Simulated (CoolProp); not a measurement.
A simple Rankine cycle with R236FA: condensing at 291.15 K, boiler at 1.66 MPa, turbine inlet 370.9 K, turbine efficiency 0.9, pump efficiency 0.6, no recuperator. Each further row changes one setting.

The numbers come from the reference Helmholtz-energy equation of state, Pan 2012 in CoolProp.

| case | thermal efficiency (%) | net work (kJ/kg) | heat in (kJ/kg) | turbine exit temperature (K) | volume ratio over the turbine |
|---|---|---|---|---|---|
| as stated | 13.7 | 27.1 | 198 | 315.5 | 9.01 |
| turbine inlet 390.9 K | 13.7 | 30.4 | 222 | 339.0 | 8.37 |
| condensing temperature 283.15 K | 15.1 | ? | ? | 309.6 | 12.0 |
| boiler pressure 1.16 MPa | 11.9 | ? | ? | 329.7 | ? |
| turbine efficiency 0.8 | 12.1 | ? | 198 | ? | ? |

Question: What belongs in the gaps?

Answer: 
- condensing temperature 283.15 K, net work (kJ/kg): 31.3
- condensing temperature 283.15 K, heat in (kJ/kg): 207
- boiler pressure 1.16 MPa, net work (kJ/kg): 24.7
- boiler pressure 1.16 MPa, heat in (kJ/kg): 208
- boiler pressure 1.16 MPa, volume ratio over the turbine: 5.68
- turbine efficiency 0.8, net work (kJ/kg): 23.9
- turbine efficiency 0.8, turbine exit temperature (K): 319.1
- turbine efficiency 0.8, volume ratio over the turbine: 9.14
